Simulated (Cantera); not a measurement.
An adiabatic, constant-volume homogeneous reactor starts with H2 : O2 : N2 = 1 : 0.333 : 1.25 (molar parts), equivalence ratio 1.5, at 1275 K and 7500 Torr. Integrator tolerance rtol = 1e-08.

Model: the H2/O2 subset of GRI-Mech 3.0, which has no nitrogen chemistry, integrated in Cantera. The hydrogen kinetics of GRI-Mech 3.0 are dated; newer H2 mechanisms differ, most at raised pressure. Above 3000 K some thermodynamic fits are extrapolated.

### Question
What does this change do: pressure from 7500 Torr to 3750 Torr?

### Answer
| quantity | before | after |
|---|---|---|
| time of steepest temperature rise | 7.48 µs | 8.09 µs |
| temperature at 5.00 s | 3182 K | 3122 K |
| equilibrium temperature | 3182 K | 3122 K |
| x(H2) at 5.00 s | 0.146 (gas-phase equilibrium 0.146) | 0.145 (gas-phase equilibrium 0.145) |
| x(O2) at 5.00 s | 0.00101 (gas-phase equilibrium 0.00101) | 0.00138 (gas-phase equilibrium 0.00138) |
| x(H2O) at 5.00 s | 0.271 (gas-phase equilibrium 0.271) | 0.266 (gas-phase equilibrium 0.266) |
| x(H) at 5.00 s | 0.0218 (gas-phase equilibrium 0.0218) | 0.0263 (gas-phase equilibrium 0.0263) |
| x(H2O2) at 5.00 s | 9.12e-7 (gas-phase equilibrium 9.12e-7) | 6.78e-7 (gas-phase equilibrium 6.78e-7) |
| x(O) at 5.00 s | 0.00139 (gas-phase equilibrium 0.00139) | 0.00192 (gas-phase equilibrium 0.00192) |

### Question
What does this change do: pressure from 7500 Torr to 473 Torr?

### Answer
```
quantity                                                            before                                    after
---------------------------------  ---------------------------------------  ---------------------------------------
time of steepest temperature rise                                  7.48 µs                                  50.0 µs
temperature at 5.00 s                                               3182 K                                   2923 K
equilibrium temperature                                             3182 K                                   2923 K
x(H2) at 5.00 s                        0.146 (gas-phase equilibrium 0.146)      0.143 (gas-phase equilibrium 0.143)
x(O2) at 5.00 s                    0.00101 (gas-phase equilibrium 0.00101)  0.00284 (gas-phase equilibrium 0.00284)
x(H2O) at 5.00 s                       0.271 (gas-phase equilibrium 0.271)      0.252 (gas-phase equilibrium 0.252)
x(H) at 5.00 s                       0.0218 (gas-phase equilibrium 0.0218)    0.0413 (gas-phase equilibrium 0.0413)
x(H2O2) at 5.00 s                  9.12e-7 (gas-phase equilibrium 9.12e-7)  2.36e-7 (gas-phase equilibrium 2.36e-7)
x(O) at 5.00 s                     0.00139 (gas-phase equilibrium 0.00139)  0.00405 (gas-phase equilibrium 0.00405)
```
